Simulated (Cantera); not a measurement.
Input: 1 mol N2O, 0.077 mol H2, 0.1 mol O2, equilibrated at 2.50 bar.

These are equilibrium values from Cantera (NASA tables, ideal gas, pure condensed phases), not measurements of a reactor. Candidate condensed phases: H2O; 24 gas species. The numbers say what is thermodynamically allowed, not how fast it happens.

**Question.** At 1598 K, list the 5 most abundant gas species with their mole fractions, and the condensed phases.

**Answer.** N2 0.609, O2 0.342, H2O 0.0469, NO 0.00215, OH 0.000107. Condensed: gas only.
